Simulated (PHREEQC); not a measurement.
Dissolve 0.032 mol CuCl2 and 0.00046 mol HBF4 per kg of water at 55 °C. Closed to the air; pH follows from the charge balance.

All values are PHREEQC results (ion-association model, phreeqc.dat), not measurements.

```json
[
 {"quantity": "pH", "before": "3.15", "after": "2.47"},
 {"quantity": "ionic strength (mol/kgw)", "before": "0.0840", "after": "0.0873"},
 {"quantity": "HF (mol/kgw)", "before": "0.000963", "after": "0.00597"},
 {"quantity": "CuF+ (mol/kgw)", "before": "0.000161", "after": "0.000208"},
 {"quantity": "BF2(OH)2- (mol/kgw)", "before": "6.23e-6", "after": "0.000182"}
]
```

**Question.** Which change was made?
A) HBF4 from 0.00046 to 0.0046 mol/kgw
B) HBF4 from 0.00046 to 0.00092 mol/kgw
C) HBF4 from 0.00046 to 9.2e-05 mol/kgw

**Answer.** A, HBF4 from 0.00046 to 0.0046 mol/kgw

Precipitation was switched off in this run. Constants without temperature data keep their 25 °C values here. Real BF4- forms and hydrolyses slowly; the run takes it at equilibrium.
